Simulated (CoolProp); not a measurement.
Properties of diethyl ether at several states.

Values from CoolProp's reference Helmholtz-energy equation of state, Thol 2014.

```json
[
 {"T (°C)": "175.55", "p (MPa)": "0.301", "phase": "gas", "density (kg/m³)": "6.182", "cv (kJ/(kg K))": "2.000", "speed of sound (m/s)": "224.0", "expansivity (1/kK)": "2.502"},
 {"T (°C)": "228.35", "p (MPa)": "0.784", "phase": "gas", "density (kg/m³)": "14.80", "cv (kJ/(kg K))": "2.156", "speed of sound (m/s)": "230.7", "expansivity (1/kK)": "2.466"},
 {"T (°C)": "256.05", "p (MPa)": "0.061", "phase": "gas", "density (kg/m³)": "1.031", "cv (kJ/(kg K))": "2.213", "speed of sound (m/s)": "249.0", "expansivity (1/kK)": "1.915"},
 {"T (°C)": "12.05", "p (MPa)": "15.7", "phase": "liquid", "density (kg/m³)": "740.2", "cv (kJ/(kg K))": "1.743", "speed of sound (m/s)": "1137", "expansivity (1/kK)": "1.331"},
 {"T (°C)": "106.25", "p (MPa)": "0.324", "phase": "gas", "density (kg/m³)": "8.154", "cv (kJ/(kg K))": "1.823", "speed of sound (m/s)": "200.4", "expansivity (1/kK)": "3.387"}
]
```
